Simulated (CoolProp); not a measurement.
Dimethyl carbonate along the isobar 9200 kPa: density (kg/m³) from the reference equation and from simpler models built on Tc = 557.0 K, pc = 4909 kPa, ω = 0.346; each cubic takes its own stable root.

Model: reference Helmholtz-energy equation of state, Zhou 2011, in CoolProp.

```csv
T (K),phase,reference,Redlich-Kwong,Soave-Redlich-Kwong,Peng-Robinson
431.8,liquid,890.5,764.2,799.7,902.7
450.5,liquid,861.8,736.9,771.2,870.5
469.2,liquid,831.4,707.9,740.0,835.0
487.8,liquid,799.2,677.0,705.8,795.7
506.5,liquid,763.7,643.5,(withheld),751.3
525.2,liquid,723.9,607.1,624.6,700.9
543.9,liquid,676.8,567.2,575.6,(withheld)
562.6,supercritical,617.3,(withheld),518.7,574.9
581.3,supercritical,537.0,473.2,452.1,495.2
600,supercritical,436.6,417.9,378.0,407.9
```

Complete the blanks.


- 506.5, Soave-Redlich-Kwong: 667.6
- 543.9, Peng-Robinson: 642.8
- 562.6, Redlich-Kwong: 522.9
